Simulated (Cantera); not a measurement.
A Cantera script and its output.

```python
import numpy as np
import cantera as ct

gas = ct.Solution("gri30.yaml", transport_model="multicomponent")
show = ['NO', 'NH3', 'C2H2']

rows = []
print(f"{'T/K':>7s}{'rho':>11s}{'cp':>10s}{'mu':>11s}{'lambda':>11s}{'Pr':>7s}" + "".join(f"{'D_' + s:>11s}" for s in show))
for T in [400, 650, 900, 1150, 1400, 1650, 1900, 2150]:
    gas.TPX = T, 12, {'CO': 0.26}
    Pr = gas.cp_mass * gas.viscosity / gas.thermal_conductivity
    D = [gas.mix_diff_coeffs_mole[gas.species_index(s)] for s in show]
    rows.append([gas.density, gas.cp_mass, gas.viscosity, gas.thermal_conductivity, Pr, *D])
    print(f"{T:7g}{gas.density:11.4e}{gas.cp_mass:10.1f}{gas.viscosity:11.4e}"
          f"{gas.thermal_conductivity:11.4e}{Pr:7.3f}" + "".join(f"{d:11.4e}" for d in D))
print("SI units: kg/m3, J/kg/K, Pa s, W/m/K, m2/s")
```

Output:

```
    T/K        rho        cp         mu     lambda     Pr       D_NO      D_NH3     D_C2H2
    400 1.0106e-04    1048.7 2.1957e-05 3.1878e-02  0.722 2.8358e-01 3.1929e-01 2.3498e-01
    650 6.2194e-05    1098.3 3.0695e-05 4.6971e-02  0.718 6.4842e-01 7.7395e-01 5.4816e-01
    900 4.4918e-05    1164.1 3.8082e-05 6.1896e-02  0.716 1.1191e+00 1.3700e+00 9.5354e-01
   1150 3.5153e-05    1211.2 4.4693e-05 7.5693e-02  0.715 1.6838e+00 2.0881e+00 1.4401e+00
   1400 2.8876e-05    1246.1 5.0779e-05 8.8579e-02  0.714 2.3346e+00 2.9163e+00 2.0007e+00
   1650 2.4501e-05    1270.9 5.6478e-05 1.0057e-01  0.714 3.0659e+00 3.8464e+00 2.6305e+00
   1900 2.1277e-05    1288.5 6.1871e-05 1.1180e-01  0.713 3.8734e+00 4.8727e+00 3.3255e+00
   2150 1.8803e-05    1301.3 6.7016e-05 1.2239e-01  0.713 4.7533e+00 5.9907e+00 4.0829e+00
SI units: kg/m3, J/kg/K, Pa s, W/m/K, m2/s
```

Detailed kinetics in Cantera: GRI-Mech 3.0 (53 species, 325 reactions).
